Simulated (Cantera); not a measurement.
An isothermal, constant-pressure homogeneous reactor starts with CH4 : H2 = 1 : 8.3 (molar parts), at 1700 K and 0.00380 bar. Integrator tolerance rtol = 1e-08.

Cantera simulation using GRI-Mech 3.0 (53 species, 325 reactions); the numbers are that mechanism's predictions, not measurements. GRI-Mech 3.0 stops at C3 and has no aromatics, soot or wall deposition, so with more carbon than oxygen in the feed, carbon stays in small species such as C2H2 where larger ones or solid carbon would form. Radical loss at walls, strong at low pressure, is not modelled.

### Question
What does this change do: temperature 1700 to 1050 K?

### Answer
```json
[
 {"quantity": "x(CH4) at 4.00 s", "before": "0.0103 (gas-phase equilibrium 9.81e-5)", "after": "0.108 (gas-phase equilibrium 0.103)"},
 {"quantity": "x(H2) at 4.00 s", "before": "0.944 (gas-phase equilibrium 0.949)", "after": "0.892 (gas-phase equilibrium 0.895)"},
 {"quantity": "x(C2H) at 4.00 s", "before": "4.32e-7 (gas-phase equilibrium 6.68e-7)", "after": "<1e-12 (gas-phase equilibrium <1e-12)"},
 {"quantity": "x(C2H2) at 4.00 s", "before": "0.0436 (gas-phase equilibrium 0.0484)", "after": "<1e-12 (gas-phase equilibrium 0.00133)"},
 {"quantity": "x(C2H6) at 4.00 s", "before": "3.52e-7 (gas-phase equilibrium 6.87e-11)", "after": "<1e-12 (gas-phase equilibrium 3.18e-6)"}
]
```

### Question
What does this change do: pressure from 0.00380 bar to 0.000290 bar?

### Answer
```json
[
 {"quantity": "x(CH4) at 4.00 s", "before": "0.0103 (gas-phase equilibrium 9.81e-5)", "after": "0.0781 (gas-phase equilibrium 7.41e-6)"},
 {"quantity": "x(H2) at 4.00 s", "before": "0.944 (gas-phase equilibrium 0.949)", "after": "0.906 (gas-phase equilibrium 0.943)"},
 {"quantity": "x(C2H) at 4.00 s", "before": "4.32e-7 (gas-phase equilibrium 6.68e-7)", "after": "9.48e-8 (gas-phase equilibrium 2.42e-6)"},
 {"quantity": "x(C2H2) at 4.00 s", "before": "0.0436 (gas-phase equilibrium 0.0484)", "after": "0.0115 (gas-phase equilibrium 0.0483)"},
 {"quantity": "x(C2H6) at 4.00 s", "before": "3.52e-7 (gas-phase equilibrium 6.87e-11)", "after": "7.73e-6 (gas-phase equilibrium <1e-12)"}
]
```

### Question
What does this change do: CH4 1 to 5.9 parts?

### Answer
| quantity | before | after |
|---|---|---|
| x(CH4) at 4.00 s | 0.0103 (gas-phase equilibrium 9.81e-5) | 0.0102 (gas-phase equilibrium 0.000145) |
| x(H2) at 4.00 s | 0.944 (gas-phase equilibrium 0.949) | 0.845 (gas-phase equilibrium 0.851) |
| x(C2H) at 4.00 s | 4.32e-7 (gas-phase equilibrium 6.68e-7) | 1.54e-6 (gas-phase equilibrium 2.13e-6) |
| x(C2H2) at 4.00 s | 0.0436 (gas-phase equilibrium 0.0484) | 0.143 (gas-phase equilibrium 0.147) |
| x(C2H6) at 4.00 s | 3.52e-7 (gas-phase equilibrium 6.87e-11) | 3.96e-7 (gas-phase equilibrium 1.67e-10) |
